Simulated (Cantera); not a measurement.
Input (Python, Cantera):

```python
import numpy as np
import cantera as ct

gas = ct.Solution("gri30.yaml")
gas.TPX = 1200, 180, {'H2': 0.007, 'O2': 1}
reactor = ct.IdealGasConstPressureReactor(gas, energy="off", clone=False)
net = ct.ReactorNet([reactor])
net.rtol, net.atol = 1e-08, 1e-18
show = ['H2', 'O2', 'HO2', 'H2O', 'H', 'O', 'H2O2']
times = np.geomspace(0.001, 2, 13)

steps = ct.SolutionArray(gas, extra=["t"])
rows = []
print(f"{'t/s':>10s}{'T/K':>9s}{'P/Pa':>11s}" + "".join(f"{s:>11s}" for s in show))
for t in times:
    while net.time < t:
        t_next = net.step()
        steps.append(gas.state, t=t_next)
    rows.append([np.interp(t, steps.t, y) for y in (steps.T, steps.P, *steps(*show).X.T)])
    print(f"{t:10.3e}{rows[-1][0]:9.1f}{rows[-1][1]:11.4g}" + "".join(f"{x:11.3e}" for x in rows[-1][2:]))
rate = np.gradient(steps.T, steps.t)
print("integrator steps:", len(steps.t))
if steps.T.max() > steps.T[0] + 200:
    print(f"time of steepest temperature rise: {steps.t[rate.argmax()]:.4e} s")
gas.TPX = 1200, 180, {'H2': 0.007, 'O2': 1}
gas.equilibrate("TP")
print(f"equilibrium (TP): T = {gas.T:.1f} K  " + "  ".join(f"{s} {gas[s].X[0]:.3e}" for s in show))
```

Output:

```
       t/s      T/K       P/Pa         H2         O2        HO2        H2O          H          O       H2O2
 1.000e-03   1200.0        180  6.951e-03  9.930e-01  8.561e-10  6.820e-11  2.974e-10  6.267e-10  3.244e-14
 1.884e-03   1200.0        180  6.951e-03  9.930e-01  1.613e-09  3.177e-10  3.912e-10  1.539e-09  1.148e-13
 3.550e-03   1200.0        180  6.951e-03  9.930e-01  3.039e-09  1.408e-09  5.975e-10  3.848e-09  4.057e-13
 6.687e-03   1200.0        180  6.951e-03  9.930e-01  5.725e-09  6.498e-09  1.197e-09  1.102e-08  1.426e-12
 1.260e-02   1200.0        180  6.951e-03  9.930e-01  1.079e-08  3.735e-08  3.880e-09  4.424e-08  4.972e-12
 2.374e-02   1200.0        180  6.951e-03  9.930e-01  2.042e-08  4.017e-07  3.162e-08  3.902e-07  1.710e-11
 4.472e-02   1200.0        180  6.923e-03  9.930e-01  4.382e-08  2.090e-05  1.560e-06  1.937e-05  5.973e-11
 8.426e-02   1200.0        180  1.721e-03  9.882e-01  1.639e-07  4.364e-03  3.894e-04  3.965e-03  9.505e-09
 1.587e-01   1200.0        180  2.534e-05  9.864e-01  9.177e-08  6.517e-03  2.341e-04  6.221e-03  1.930e-09
 2.991e-01   1200.0        180  2.090e-05  9.865e-01  8.881e-08  6.538e-03  2.233e-04  6.182e-03  1.793e-09
 5.635e-01   1200.0        180  2.052e-05  9.866e-01  8.803e-08  6.545e-03  2.170e-04  6.062e-03  1.791e-09
 1.062e+00   1200.0        180  1.982e-05  9.868e-01  8.660e-08  6.557e-03  2.056e-04  5.846e-03  1.786e-09
 2.000e+00   1200.0        180  1.859e-05  9.872e-01  8.402e-08  6.578e-03  1.863e-04  5.469e-03  1.776e-09
integrator steps: 599
equilibrium (TP): T = 1200.0 K  H2 2.110e-09  O2 9.930e-01  HO2 2.339e-09  H2O 6.973e-03  H 2.151e-10  O 5.925e-07  H2O2 7.063e-12
```

Model: GRI-Mech 3.0 (53 species, 325 reactions), integrated in Cantera. Radical loss at walls, strong at low pressure, is not modelled.
